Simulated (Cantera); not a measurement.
Source: NASA polynomial tables (part measured, part estimated), evaluated in Cantera. Values are per mole of reaction as written; species without (g) are pure solids or liquids, kept so even where they would boil at 1 bar.

C + 2 NiS → 2 Ni + CS2(g), with ΔH° = 292.7 kJ and ΔS° = 186.0 J/K at 300 K.

**Question.** How far is the shortcut ΔG° ≈ ΔH°(300 K) − T·ΔS°(300 K) from the full temperature-dependent value at 1098, 1298, 1498, 1698, 1898, 2098 K?

**Answer.** 
| T (K) | shortcut (kJ) | full (kJ) | difference (kJ) | difference in log10 K | condensed phases |
|---|---|---|---|---|---|
| 1098 | 88.5 | 101.6 | -13.1 | 0.62 | C(graphite), NiS(s), Ni(s) |
| 1298 | 51.3 | 73.8 | -22.6 | 0.91 | C(graphite), NiS(l), Ni(s) |
| 1498 | 14.1 | 54.7 | -40.6 | 1.42 | C(graphite), NiS(l), Ni(s) |
| 1698 | -23.1 | 36.6 | -59.8 | 1.84 | C(graphite), NiS(l), Ni(s) |
| 1898 | -60.3 | 16.2 | -76.5 | 2.11 | C(graphite), NiS(l), Ni(l) |
| 2098 | -97.5 | -4.1 | -93.5 | 2.33 | C(graphite), NiS(l), Ni(l) |
The shortcut ignores heat capacities and the phase changes listed.
